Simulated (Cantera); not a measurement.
A closed system holds: 1 mol Zr, 0.76 mol N2O, 20 mol N2, held at 2800 K and 13.3 mbar.

Cantera equilibrium calculation (NASA polynomials, part measured and part estimated; ideal gas, pure solids and liquids). ZrN: taken at fixed stoichiometry. The numbers say what is thermodynamically allowed, not how fast it happens.

| species | before | after |
|---|---|---|
| N2 | 0.965 | 1.00 |
| ZrO | 0.0331 | <1e-9 |
| ZrO2 | 0.00122 | <1e-9 |
| Zr | 0.000374 | <1e-9 |
| O | 4.88e-5 | <1e-9 |
| N | 2.98e-5 | <1e-9 |
| ZrN(s), mol | 0.259 | 0.620 |
| ZrO2(tetragonal), mol | 0 | 0.380 |
Gas species are given as mole fractions.

What was changed between the two runs?
(A) pressure from 13.3 mbar to 1.33 mbar
(B) N2O from 0.76 to 17 mol
(C) temperature from 2800 K to 1498 K
(D) N2O from 0.76 to 3.2 mol

C, temperature from 2800 K to 1498 K. Mutual solubility and eutectic melting of coexisting phases are not modelled. Condensed phases not in the tables: solid solutions among these carbides, nitrides and lower oxides
